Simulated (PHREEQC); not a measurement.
0.18 g of hydrous ferric oxide (600 m²/g; 0.2 weak and 0.005 strong sites per Fe, Dzombak-Morel constants, diffuse double layer) in 1 kg of water with 0.05 mol/kgw of an inert sodium salt and 0.012 mmol/kgw CaCl2, at 25 °C; the pH is set by adding NaOH or the inert anion's acid. Oxygen alone is held at its pressure in air (log pO2 = -0.68). CO2 from the air is kept out. Precipitation was switched off in this run.

All values are PHREEQC results (ion-association model, wateq4f.dat), not measurements.

| pH | Ca sorbed (%) | surface charge σ (C/m²) | surface potential ψ (mV) |
|---|---|---|---|
| 4 | 0.0 | 0.294 | 160 |
| 5 | 0.0 | 0.181 | 135 |
| 6 | 0.0 | 0.089 | 99 |
| 6.5 | 0.1 | 0.058 | 78 |
| 7.5 | 3.0 | 0.017 | 31 |
| 8.5 | 45.9 | -0.009 | -18 |
| 9.5 | 95.5 | -0.042 | -64 |
| 10 | 99.2 | -0.068 | -87 |
| 11 | 100.0 | -0.149 | -125 |
| 12 | 100.0 | -0.266 | -149 |
